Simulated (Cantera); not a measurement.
Feed: 1 mol Ti, 0.14 mol C3H8, equilibrated at 1000 K and 353 Torr.

These are equilibrium values from Cantera (NASA tables, ideal gas, pure condensed phases), not measurements of a reactor. Candidate condensed phases: C, C6H6, C7H8, C8H18, Ti, TiC; 77 gas species. TiC: taken at fixed stoichiometry. Condensed phases not in the tables: N, O or C dissolved in the metal. Rates play no part.

Problem. What is the equilibrium state?

Solution. 
```
Property                                     Value
--------------------------------------  ----------
x(H2)                                         1.00
n(Ti(α))                                 0.580 mol
n(TiC(s))                                0.420 mol
gas amount                              0.5600 mol
log10 activity of C(graphite) (absent)       -9.03
```
